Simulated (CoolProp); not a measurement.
Vapour-liquid equilibrium of R125 (1) + dimethyl ether (2) at 214.8 K; x and y are mole fractions of (1).

The numbers come from the multi-fluid Helmholtz-energy mixture model, Lemmon 2005 and Wu 2011; pair parameters Bell 2016 in CoolProp.

Give the bubble pressure and the first vapour's composition at x = 0.2, 0.65, 0.95. Is there an azeotrope?

x = 0.2: 0.02070 MPa, y = 0.317; x = 0.65: 0.03713 MPa, y = 0.880; x = 0.95: 0.05658 MPa, y = 0.994. No azeotrope shows between x = 0.05 and 0.95.

Pair parameters are fitted to limited data, so mixtures are less certain than the pure fluids.
